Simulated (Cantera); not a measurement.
Cantera run, input and output.

```python
import numpy as np
import cantera as ct

gas = ct.Solution("gri30.yaml")


def delay(T, t_max=10):
    gas.TPX = T, 1500000, {'CO': 1, 'H2': 0.23, 'CH4': 0.29, 'O2': 1.09, 'N2': 5}
    reactor = ct.IdealGasReactor(gas, clone=False)
    net = ct.ReactorNet([reactor])
    net.rtol, net.atol = 1e-8, 1e-16
    while net.time < t_max:
        t_old, T_old = net.time, reactor.T
        net.step()
        if reactor.T > T + 400:  # ignition: a rise of 400 K
            return t_old + (T + 400 - T_old) / (reactor.T - T_old) * (net.time - t_old)
    return np.nan


taus = []
for T in [998, 1048, 1098, 1148, 1198, 1248, 1298, 1348, 1398, 1448]:
    taus.append(delay(T))
    print(f"T0 = {T:6g} K   tau = {taus[-1]:.4e} s")
```

Output:

```
T0 =    998 K   tau = 5.2939e-03 s
T0 =   1048 K   tau = 1.8176e-03 s
T0 =   1098 K   tau = 7.1619e-04 s
T0 =   1148 K   tau = 3.2821e-04 s
T0 =   1198 K   tau = 1.7392e-04 s
T0 =   1248 K   tau = 1.0355e-04 s
T0 =   1298 K   tau = 6.6931e-05 s
T0 =   1348 K   tau = 4.5698e-05 s
T0 =   1398 K   tau = 3.2358e-05 s
T0 =   1448 K   tau = 2.3501e-05 s
```

Model: GRI-Mech 3.0 (53 species, 325 reactions), integrated in Cantera. The pressure lies above the range GRI-Mech 3.0 was tuned for (to about 10 atm). Below about 1000 K GRI-Mech 3.0 lacks low-temperature oxidation paths.
